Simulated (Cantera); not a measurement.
Charge: 1 mol SiCl4, 33 mol NH3, equilibrated at 1250 K and 0.0350 bar.

These are equilibrium values from Cantera (NASA tables, ideal gas, pure condensed phases), not measurements of a reactor. Candidate condensed phases: NH4Cl, Si, Si3N4; 28 gas species. Equilibrium is a limit: real reactors are often held back by kinetics, nucleation or transport.

Base state: H2 0.705, N2 0.235, HCl 0.0594 (mole fractions); condensed: Si3N4(s).

**Question.** What changes in the equilibrium state with this change: temperature from 1250 K to 2073 K?

**Answer.** 
```tsv
species	before	after
H2	0.705	0.693
N2	0.235	0.240
HCl	0.0594	0.0445
H	2.17e-6	0.0117
SiCl2	7.76e-6	0.00630
Si	<1e-9	0.00285
SiCl	<1e-9	0.000603
SiH	<1e-9	0.000255
Si3N4(s), mol	0.333	0
Si(l), mol	0	0.285
```
The tables' values for SiCl, SiN, SiCl3 are old estimates; treat these amounts as uncertain. Gases not in the tables: Si2H6 and higher silanes.
